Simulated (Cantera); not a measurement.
**Reactions in the system C-H-O-Ta**

Source: NASA polynomial tables (part measured, part estimated), evaluated in Cantera. Values are per mole of reaction as written; species without (g) are pure solids or liquids, kept so even where they would boil at 1 bar. TaC: taken at fixed stoichiometry.

5 H₂(g) + 2 Ta₂O₅ = 4 Ta + 5 H₂O₂(g)

```json
[
 {"T (K)": "2098", "ΔH° (kJ)": "3007.5", "ΔS° (J/K)": "97.0", "ΔG° (kJ)": "2803.9", "log10 K": "-69.81"},
 {"T (K)": "2248", "ΔH° (kJ)": "2984.1", "ΔS° (J/K)": "86.3", "ΔG° (kJ)": "2790.2", "log10 K": "-64.83"},
 {"T (K)": "2398", "ΔH° (kJ)": "2961.6", "ΔS° (J/K)": "76.5", "ΔG° (kJ)": "2778.0", "log10 K": "-60.51"},
 {"T (K)": "2548", "ΔH° (kJ)": "2939.9", "ΔS° (J/K)": "67.8", "ΔG° (kJ)": "2767.2", "log10 K": "-56.73"},
 {"T (K)": "2698", "ΔH° (kJ)": "2919.2", "ΔS° (J/K)": "59.9", "ΔG° (kJ)": "2757.6", "log10 K": "-53.39"},
 {"T (K)": "2848", "ΔH° (kJ)": "2899.6", "ΔS° (J/K)": "52.8", "ΔG° (kJ)": "2749.2", "log10 K": "-50.42"}
]
```

4 Ta₂O₅ + 2 TaC + 2 C₂H₆(g) = 3 C₂H₄(g) + 10 TaO₂(g)

| T (K) | ΔH° (kJ) | ΔS° (J/K) | ΔG° (kJ) | log10 K |
|---|---|---|---|---|
| 2098 | 5863.7 | 1679.3 | 2340.6 | -58.27 |
| 2248 | 5792.9 | 1646.7 | 2091.2 | -48.59 |
| 2398 | 5722.0 | 1616.2 | 1846.5 | -40.22 |
| 2548 | 5651.1 | 1587.5 | 1606.3 | -32.93 |
| 2698 | 5580.2 | 1560.4 | 1370.2 | -26.53 |
| 2848 | 5509.2 | 1534.8 | 1138.1 | -20.87 |
